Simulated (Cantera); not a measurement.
An isothermal plug-flow reactor at 625 K and 1.00 atm (inlet), inlet velocity 2.8 m/s, active area per volume 350 1/m; feed H2 : O2 : N2 : H2O = 0.0035 : 0.021 : 0.79 : 0.071 (molar parts), equivalence ratio 0.083.

Cantera simulation using Deutschmann's 1995 Pt surface mechanism with GRI-Mech 3.0 gas chemistry; the numbers are that mechanism's predictions, not measurements. Catalytic surfaces can have several steady states; this one follows from the mechanism file's or the stated starting coverage. Mass transfer to the wall is taken as infinitely fast.

### Question
What does this change do: area per volume 350 to 220 1/m?

### Answer
| quantity | before | after |
|---|---|---|
| x(H2) at z = 0.034 m | 9.49e-5 | 0.000153 |
| x(O2) at z = 0.034 m | 0.0218 | 0.0219 |
| x(H2O) at z = 0.034 m | 0.0842 | 0.0841 |
| θ(free Pt) at the exit | 0.00836 | 0.0125 |
| θ(O*) at the exit | 0.982 | 0.976 |
| θ(OH*) at the exit | 0.00915 | 0.0111 |

### Question
What does this change do: temperature 625 to 748 K?

### Answer
| quantity | before | after |
|---|---|---|
| x(H2) at z = 0.034 m | 9.49e-5 | 5.79e-6 |
| x(O2) at z = 0.034 m | 0.0218 | 0.0218 |
| x(H2O) at z = 0.034 m | 0.0842 | 0.0843 |
| θ(free Pt) at the exit | 0.00836 | 0.0330 |
| θ(O*) at the exit | 0.982 | 0.959 |
| θ(OH*) at the exit | 0.00915 | 0.00746 |

### Question
What does this change do: area per volume 350 to 170 1/m?

### Answer
| quantity | before | after |
|---|---|---|
| x(H2) at z = 0.034 m | 9.49e-5 | 0.000198 |
| x(O2) at z = 0.034 m | 0.0218 | 0.0219 |
| x(H2O) at z = 0.034 m | 0.0842 | 0.0841 |
| θ(free Pt) at the exit | 0.00836 | 0.0157 |
| θ(O*) at the exit | 0.982 | 0.972 |
| θ(OH*) at the exit | 0.00915 | 0.0125 |
